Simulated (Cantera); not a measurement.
A freely propagating, adiabatic, planar premixed flame of H2 : O2 : N2 : H2O = 1 : 0.532 : 2.29 : 0.55 (molar parts), unburnt at 450 K and 79000 Pa; mixture-averaged transport, grid criteria slope 0.08 and curve 0.16, no radiation.

Computed with Cantera and the H2/O2 subset of GRI-Mech 3.0, which has no nitrogen chemistry. Burning velocities carry a grid error of a few per cent, more on coarse grids.

Question: How do the results move with these cheaper or finer settings: unity-Lewis-number transport; multicomponent transport; multicomponent+Soret transport; grid criteria slope 0.5, curve 1; grid criteria slope 0.25, curve 0.5; grid criteria slope 0.03, curve 0.06?

Answer: 
| setting | laminar burning velocity | thermal thickness | peak x(H) | peak x(O) | grid points |
|---|---|---|---|---|---|
| as above | 244 cm/s | 0.523 mm | 0.0218 | 0.00509 | 109 |
| unity-Lewis-number transport | 188 cm/s | 0.445 mm | 0.0297 | 0.00583 | 101 |
| multicomponent transport | 243 cm/s | 0.522 mm | 0.0219 | 0.00509 | 109 |
| multicomponent+Soret transport | 224 cm/s | 0.518 mm | 0.0204 | 0.00497 | 110 |
| grid criteria slope 0.5, curve 1 | 308 cm/s | 0.718 mm | 0.0240 | 0.00538 | 40 |
| grid criteria slope 0.25, curve 0.5 | 251 cm/s | 0.554 mm | 0.0222 | 0.00511 | 57 |
| grid criteria slope 0.03, curve 0.06 | 242 cm/s | 0.513 mm | 0.0218 | 0.00506 | 248 |
Unity Lewis numbers drop preferential diffusion, which matters most where H2 and H carry the flame; Soret adds thermal diffusion.
